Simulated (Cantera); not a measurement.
# Transport properties of process gases

Gas mixture: N₂ : NO = 0.54 : 0.98 (molar parts), at 310000 Pa, frozen composition.

Cantera's kinetic-theory transport with the Lennard-Jones parameters of GRI-Mech 3.0, ideal gas; thermal conductivity in the multicomponent form. The composition is frozen, though it would react at the higher temperatures.

```json
[
 {"T (K)": "400", "ρ (kg/m³)": "2.73", "cp (J/kg/K)": "1015", "μ (µPa s)": "22.8", "λ (mW/m/K)": "32.6", "Pr": "0.710", "D (cm²/s) O": "0.173", "D (cm²/s) CH₃": "0.122", "D (cm²/s) CH₄": "0.121"},
 {"T (K)": "500", "ρ (kg/m³)": "2.18", "cp (J/kg/K)": "1030", "μ (µPa s)": "26.7", "λ (mW/m/K)": "38.9", "Pr": "0.709", "D (cm²/s) O": "0.253", "D (cm²/s) CH₃": "0.179", "D (cm²/s) CH₄": "0.178"},
 {"T (K)": "600", "ρ (kg/m³)": "1.82", "cp (J/kg/K)": "1052", "μ (µPa s)": "30.3", "λ (mW/m/K)": "45.0", "Pr": "0.708", "D (cm²/s) O": "0.344", "D (cm²/s) CH₃": "0.245", "D (cm²/s) CH₄": "0.244"},
 {"T (K)": "700", "ρ (kg/m³)": "1.56", "cp (J/kg/K)": "1077", "μ (µPa s)": "33.6", "λ (mW/m/K)": "51.1", "Pr": "0.707", "D (cm²/s) O": "0.446", "D (cm²/s) CH₃": "0.318", "D (cm²/s) CH₄": "0.317"},
 {"T (K)": "800", "ρ (kg/m³)": "1.37", "cp (J/kg/K)": "1102", "μ (µPa s)": "36.7", "λ (mW/m/K)": "57.1", "Pr": "0.707", "D (cm²/s) O": "0.558", "D (cm²/s) CH₃": "0.398", "D (cm²/s) CH₄": "0.397"},
 {"T (K)": "900", "ρ (kg/m³)": "1.21", "cp (J/kg/K)": "1125", "μ (µPa s)": "39.6", "λ (mW/m/K)": "63.0", "Pr": "0.707", "D (cm²/s) O": "0.679", "D (cm²/s) CH₃": "0.486", "D (cm²/s) CH₄": "0.483"},
 {"T (K)": "1000", "ρ (kg/m³)": "1.09", "cp (J/kg/K)": "1145", "μ (µPa s)": "42.4", "λ (mW/m/K)": "68.8", "Pr": "0.707", "D (cm²/s) O": "0.810", "D (cm²/s) CH₃": "0.580", "D (cm²/s) CH₄": "0.577"},
 {"T (K)": "1100", "ρ (kg/m³)": "0.993", "cp (J/kg/K)": "1160", "μ (µPa s)": "45.2", "λ (mW/m/K)": "74.2", "Pr": "0.707", "D (cm²/s) O": "0.949", "D (cm²/s) CH₃": "0.680", "D (cm²/s) CH₄": "0.676"},
 {"T (K)": "1200", "ρ (kg/m³)": "0.910", "cp (J/kg/K)": "1174", "μ (µPa s)": "47.8", "λ (mW/m/K)": "79.4", "Pr": "0.707", "D (cm²/s) O": "1.10", "D (cm²/s) CH₃": "0.786", "D (cm²/s) CH₄": "0.782"}
]
```
D: mixture-averaged diffusion coefficient of that species in the mixture.
